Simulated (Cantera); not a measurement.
Charge: 1 mol Cr₂O₃, 840 mol H₂, 73 mol N₂, equilibrated at 1200 K and 1 atm.

These are equilibrium values from Cantera (NASA tables, ideal gas, pure condensed phases), not measurements of a reactor. Candidate condensed phases: Cr, CrN, Cr₂N, Cr₂O₃, H₂O; 29 gas species. Mutual solubility and eutectic melting of coexisting phases are not modelled. Equilibrium is a limit: real reactors are often held back by kinetics, nucleation or transport.

Base state: H₂ 0.920, N₂ 0.0799, H₂O 0.000222, NH₃ 4.83e-5 (mole fractions); condensed: Cr₂N(s) + Cr₂O₃(s).

What changes in the equilibrium state with this change: Cr₂O₃ replaced by SiO₂?


| species | before | after |
|---|---|---|
| H₂ | 0.920 | 0.920 |
| N₂ | 0.0799 | 0.0799 |
| H₂O | 0.000222 | 0.000137 |
| NH₃ | 4.83e-5 | 4.83e-5 |
| Cr₂N(s), mol | 0.0677 | 0 |
| Cr₂O₃(s), mol | 0.932 | 0 |
| SiO₂(β-quartz), mol | 0 | 0.917 |
| Si₂N₂O(s), mol | 0 | 0.0416 |
N₂ is the only nitrogen source here; it is nearly inert below about 1500 K, so the nitride shown seldom forms there in practice. The tables hold silica as quartz up to 1696 K and as liquid above; real silica turns to tridymite and cristobalite and melts near 1996 K. Further candidate phases: Si, SiO₂, Si₂N₂O, Si₃N₄.
